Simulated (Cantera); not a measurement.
Charge: 1 mol C2F6, 0.021 mol CH4, 0.59 mol H2.

Method: chemical equilibrium by Gibbs-energy minimisation in Cantera with the NASA 1993 tables (ideal gas, pure condensed phases). Candidate condensed phases: C, C6H6, C7H8, C8H18; 95 gas species. The feed counts by its element totals alone. The numbers say what is thermodynamically allowed, not how fast it happens.

Stable condensed phases, one row left out:

```
T in K \ P in Pa
              1    3.6     13     46    170    600   2200   7700  28000 100000
   3298       A      A      A      A      A      A      A      A      B      B
   3098       A      A      A      A      A      A      B      B      B      B
   2898       A      A      A      A      B      B      B      B      B      B
   2498       B      B      B      B      B      B      B      B      B      B
   2298       B      B      B      B      B      B      B      B      B      B
   2098       B      B      B      B      B      B      B      B      B      B
   1898       B      B      B      B      B      B      B      B      B      B
   1698       B      B      B      B      B      B      B      B      B      B
```

A: gas only; B: C.

Task: Give the row for 2698 K.

Result: 1: gas only; 3.6: gas only; 13: C; 46: C; 170: C; 600: C; 2200: C; 7700: C; 28000: C; 100000: C.
